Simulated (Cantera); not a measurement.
**Thermodynamics of silicon carbide growth, feed CH₃SiCl₃ + C₂H₄ + H₂**

Charge: 1 mol CH₃SiCl₃, 0.48 mol C₂H₄, 32 mol H₂, at 10000 Pa.

Method: chemical equilibrium by Gibbs-energy minimisation in Cantera with the NASA 1993 tables (ideal gas, pure condensed phases). Candidate condensed phases: C, C₆H₆, C₇H₈, C₈H₁₈, Si, SiC; 109 gas species. The feed counts by its element totals alone. The tables' values for SiCl₃ are old estimates; treat these amounts as uncertain. Rates play no part.

From 677 °C to 1202 °C the condensed part is C(graphite) + SiC(s). The main Si-bearing gas is SiCl₄ at 677 °C and SiCl₂ at 1202 °C. The share of Si in condensed phases is highest at 1052 °C (99.6 %) and lowest at 677 °C (72.6 %).

```json
[
 {"T (°C)": "677", "x H₂": "0.923", "x HCl": "0.0547", "x CH₄": "0.0143", "x SiCl₄": "0.00720", "x SiHCl₃": "0.000557", "n C(graphite)": "0.731", "n SiC(s)": "0.726"},
 {"T (°C)": "752", "x H₂": "0.919", "x HCl": "0.0712", "x CH₄": "0.00621", "x SiCl₄": "0.00299", "x SiHCl₃": "0.000332", "n C(graphite)": "0.858", "n SiC(s)": "0.880"},
 {"T (°C)": "827", "x H₂": "0.916", "x HCl": "0.0796", "x CH₄": "0.00301", "x SiCl₄": "0.000893", "x SiHCl₃": "0.000152", "n C(graphite)": "0.891", "n SiC(s)": "0.961"},
 {"T (°C)": "902", "x H₂": "0.916", "x HCl": "0.0823", "x CH₄": "0.00161", "x SiCl₄": "0.000240", "x SiHCl₃": "6.30e-5", "n C(graphite)": "0.915", "n SiC(s)": "0.987"},
 {"T (°C)": "977", "x H₂": "0.916", "x HCl": "0.0830", "x CH₄": "0.000922", "x SiCl₄": "6.99e-5", "x SiHCl₃": "2.74e-5", "n C(graphite)": "0.933", "n SiC(s)": "0.994"},
 {"T (°C)": "1052", "x H₂": "0.916", "x HCl": "0.0832", "x CH₄": "0.000563", "x SiCl₄": "2.29e-5", "x SiHCl₃": "1.29e-5", "n C(graphite)": "0.944", "n SiC(s)": "0.996"},
 {"T (°C)": "1127", "x H₂": "0.916", "x HCl": "0.0831", "x CH₄": "0.000363", "x SiCl₄": "8.46e-6", "x SiHCl₃": "6.60e-6", "n C(graphite)": "0.952", "n SiC(s)": "0.995"},
 {"T (°C)": "1202", "x H₂": "0.916", "x HCl": "0.0831", "x CH₄": "0.000244", "x SiCl₄": "3.45e-6", "x SiHCl₃": "3.60e-6", "n C(graphite)": "0.957", "n SiC(s)": "0.994"}
]
```
x: gas mole fraction; n: condensed amount in mol.
